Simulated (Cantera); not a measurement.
Charge: 1 mol CaS, 0.16 mol H₂S, a varied amount of H₂O, 0.27 mol O₂, at 1773.15 K and 0.133 bar.

Points: n(H2O) (mol) = 0.29, 0.38, 0.48, 0.62, 0.8, 1, 1.3, 1.7, 2.2, 2.8.

Cantera's Mixture.equilibrate('TP', solver="vcs", rtol=1e-11, max_steps=5000) on the NASA tables stopped like this:

```
ERROR: FAILURE its = 5001!

*******************************************************************************
CanteraError thrown by MultiPhase::equilibrate:
VCS solver failed. Return code: -1
*******************************************************************************
```

### Question
What got this run through?

### Answer
One answer among several that fit: The failure is numerical, not chemical. The same input converged with solver="gibbs", rtol=1e-10, max_steps=50000, and the result passed a check of the equilibrium conditions:
```
log10 of partial pressures in bar; condensed amounts in mol
    n(H2O)       H2O       SO2        H2        S2        SO    CaO(s)    CaS(s)
      0.29    -1.121    -1.466    -1.891    -2.177    -2.693    0.0981    0.9019
      0.38    -1.103    -1.516    -1.856    -2.211    -2.726    0.1075    0.8924
      0.48    -1.088    -1.563    -1.826    -2.242    -2.758    0.1181    0.8819
      0.62    -1.074    -1.618    -1.794    -2.279    -2.794    0.1331    0.8669
       0.8    -1.062    -1.675    -1.763    -2.317    -2.832    0.1525    0.8475
         1    -1.054    -1.725    -1.738    -2.350    -2.866    0.1743    0.8257
       1.3    -1.046    -1.783    -1.710    -2.389    -2.904    0.2073    0.7927
       1.7    -1.040    -1.840    -1.685    -2.426    -2.942    0.2518    0.7481
       2.2    -1.035    -1.890    -1.664    -2.460    -2.976     0.308     0.692
       2.8    -1.032    -1.933    -1.647    -2.488    -3.004    0.3759     0.624
```

The gas is ideal and each condensed phase is pure. Mutual solubility and eutectic melting of coexisting phases are not modelled.
